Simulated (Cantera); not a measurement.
Cantera run, input and output.

```python
import numpy as np
import cantera as ct

gas = ct.Solution("gri30.yaml")


def delay(T, t_max=10):
    gas.TPX = T, 1000000, {'CH4': 1, 'CO': 0.045, 'O2': 3.97, 'N2': 14.9}
    reactor = ct.IdealGasReactor(gas, clone=False)
    net = ct.ReactorNet([reactor])
    net.rtol, net.atol = 1e-8, 1e-16
    while net.time < t_max:
        t_old, T_old = net.time, reactor.T
        net.step()
        if reactor.T > T + 400:  # ignition: a rise of 400 K
            return t_old + (T + 400 - T_old) / (reactor.T - T_old) * (net.time - t_old)
    return np.nan


taus = []
for T in [1173, 1273, 1373, 1473, 1573, 1673, 1773]:
    taus.append(delay(T))
    print(f"T0 = {T:6g} K   tau = {taus[-1]:.4e} s")
```

Output:

```
T0 =   1173 K   tau = 5.0415e-03 s
T0 =   1273 K   tau = 1.4541e-03 s
T0 =   1373 K   tau = 4.8195e-04 s
T0 =   1473 K   tau = 1.7903e-04 s
T0 =   1573 K   tau = 7.3748e-05 s
T0 =   1673 K   tau = 3.3491e-05 s
T0 =   1773 K   tau = 1.6663e-05 s
```

Cantera simulation using GRI-Mech 3.0 (53 species, 325 reactions); the numbers are that mechanism's predictions, not measurements.
